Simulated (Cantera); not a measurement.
SiH₄ + N₂ (silicon nitride deposition)

Charge: 1 mol SiH₄, 29 mol N₂, equilibrated at 0.000260 bar.

These are equilibrium values from Cantera (NASA tables, ideal gas, pure condensed phases), not measurements of a reactor. Candidate condensed phases: Si, Si₃N₄; 18 gas species. N₂ is the only nitrogen source here; it is nearly inert below about 1500 K, so the nitride shown seldom forms there in practice. The tables' values for SiN are old estimates; treat these amounts as uncertain. Equilibrium is a limit: real reactors are often held back by kinetics, nucleation or transport.

```tsv
T (K)	log p N₂	log p H₂	log p H	log p Si	log p SiN	log p Si₂	log p Si₂N	n Si₃N₄(s)	n Si(s)	n Si(l)
800	-3.61	-4.77	-13.92	<-15	<-15	<-15	<-15	0.333	0	0
900	-3.61	-4.77	-12.32	<-15	<-15	<-15	<-15	0.333	0	0
1000	-3.61	-4.77	-11.03	<-15	<-15	<-15	<-15	0.333	0	0
1100	-3.61	-4.77	-9.97	<-15	<-15	<-15	<-15	0.333	0	0
1200	-3.61	-4.77	-9.09	-14.48	-15.48	<-15	<-15	0.333	0	0
1300	-3.61	-4.77	-8.34	-12.16	-13.43	<-15	-15.17	0.333	0	0
1400	-3.61	-4.77	-7.70	-10.17	-11.67	-14.48	-12.63	0.333	0	0
1500	-3.61	-4.77	-7.14	-8.45	-10.15	-11.82	-10.45	0.333	0	0
1600	-3.61	-4.78	-6.65	-7.01	-8.88	-9.61	-8.66	0	0.987	0
1700	-3.62	-4.78	-6.22	-6.17	-8.19	-8.53	-7.94	0	0	0.914
1800	-3.62	-4.80	-5.85	-5.50	-7.66	-7.72	-7.46	0	0	0.596
1900	-3.63	-4.83	-5.52	-5.11	-7.40	-7.41	-7.44	0	0	0
2000	-3.63	-4.88	-5.23	-5.10	-7.50	-7.82	-8.12	0	0	0
2100	-3.64	-4.97	-4.99	-5.10	-7.60	-8.21	-8.75	0	0	0
```
log p: log10 of the partial pressure in bar; n: condensed amount in mol.

From 800 K to 1500 K the condensed part is Si₃N₄(s). At 1600 K the condensed part is Si(s). From 1700 K to 1800 K the condensed part is Si(l). From 1900 K to 2100 K nothing is condensed.
